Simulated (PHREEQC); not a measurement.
Make-up at 25 °C: 0.015 mol/kgw HF and 0.034 mol/kgw Na2HPO4. Closed to the air; pH follows from the charge balance.

All values are PHREEQC results (ion-association model, wateq4f.dat), not measurements.

Q: The ionic strength comes out as 0.0848 mol/kgw. What activity coefficients do F-, NaHPO4-, HPO4-2, H2PO4-, Na+ get?

A: F- 0.77, NaHPO4- 0.80, HPO4-2 0.40, H2PO4- 0.80, Na+ 0.79.

No solid was allowed to form. H3PO4, which wateq4f.dat lacks, is added to it with the constant of phreeqc.dat.
